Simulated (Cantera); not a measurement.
Cantera run:

```python
import numpy as np
import cantera as ct

gas_names = """
    C CN C2 CCN CNC C2N2 C3 C4 C4N2 C5 N N2 Si SiC SiC2 SiN Si2 Si2C Si2N Si3
""".split()
cond_names = """
    C(gr) Si(cr) Si(L) SiC(b) Si3N4(a)
""".split()


# ... load() reads the species with a 1 bar reference pressure and builds the phases ...
atoms = {
    'Si3N4': {'Si': 3, 'N': 4},
    'N2': {'N': 2},
    'C': {'C': 1},
}
top_T = {'C(gr)': 4500, 'SiC(b)': 3050, 'Si3N4(a)': 2400}  # K; cautious upper limits of use, not melting points


# ... equilibrate(T, P, feed) seeds the gas with the atoms and calls Mixture.equilibrate('TP', solver="vcs", rtol=1e-11, max_steps=5000) ...
results = []
feed = {'Si3N4': 1, 'N2': 0.5, 'C': 0.42}  # mol
T = 2225  # K
P = 3800  # Pa
mix = equilibrate(T, P, feed)
results.append((T, P, feed, dict(zip(mix.species_names, mix.species_moles))))
x = sorted(zip(gas.X, gas.species_names), reverse=True)
print(f"T = {T:g} K  P = {P:g} Pa  gas = {mix.phase_moles(0):.4g} mol")
print("   x: " + "  ".join(f"{s} {v:.3e}" for v, s in x if v > 1e-06))
print("   condensed (mol): " + ("  ".join(f"{mix.phase(i).name} {mix.phase_moles(i):.4g}"
      for i in range(1, mix.n_phases) if mix.phase_moles(i) > 1e-12) or "none"))
```

It prints:

```
T = 2225 K  P = 3800 Pa  gas = 2.535 mol
   x: N2 9.858e-01  Si 1.233e-02  Si2C 7.873e-04  Si2N 4.156e-04  SiN 3.838e-04  Si2 2.073e-04  Si3 4.004e-05  SiC2 1.743e-05  CN 4.646e-06
   condensed (mol): Si(L) 2.542  SiC(b) 0.4179
```

These are equilibrium values from Cantera (NASA tables, ideal gas, pure condensed phases), not measurements of a reactor. Mutual solubility and eutectic melting of coexisting phases are not modelled. The tables' values for SiN are old estimates; treat these amounts as uncertain.
